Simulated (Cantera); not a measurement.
Input: 1 mol SiO2, 1 mol CH4, 0.85 mol H2, at 1502 °C and 56.0 mbar.

These are equilibrium values from Cantera (NASA tables, ideal gas, pure condensed phases), not measurements of a reactor. Candidate condensed phases: C, C6H6, C7H8, C8H18, H2O, Si, SiC, SiO2; 123 gas species. Kinetics and transport are ignored.

Base state: H2 0.587, CO 0.206, SiO 0.206, H 0.000937, H2O 3.05e-5, Si 1.17e-5 (mole fractions); condensed: gas only.

Task: What changes in the equilibrium state with this change: pressure from 56.0 mbar to 2.10 bar?

Result: 
```
species                before     after
--------------------  -------  --------
H2                      0.587     0.807
CO                      0.206     0.189
SiO                     0.206   0.00288
CH4                   1.16e-6  0.000666
Si                    1.17e-5   3.85e-8
C2H2 (acetylene)      4.32e-7   3.90e-5
SiC(s), mol                 0     0.329
SiO2(condensed), mol        0     0.661
```
Mutual solubility and eutectic melting of coexisting phases are not modelled. The tables hold silica as quartz up to 1696 K and as liquid above; real silica turns to tridymite and cristobalite and melts near 1996 K.

Task: What changes in the equilibrium state with this change: CH4 from 1 to 3.7 mol?

Result: 
| species | before | after |
|---|---|---|
| H2 | 0.587 | 0.804 |
| CO | 0.206 | 0.194 |
| H | 0.000937 | 0.00110 |
| SiO | 0.206 | 0.00100 |
| C2H2 (acetylene) | 4.32e-7 | 0.000114 |
| CH4 | 1.16e-6 | 3.03e-5 |
| Si | 1.17e-5 | 8.41e-7 |
| H2O | 3.05e-5 | 2.82e-6 |
| C(graphite), mol | 0 | 0.718 |
| SiC(s), mol | 0 | 0.990 |
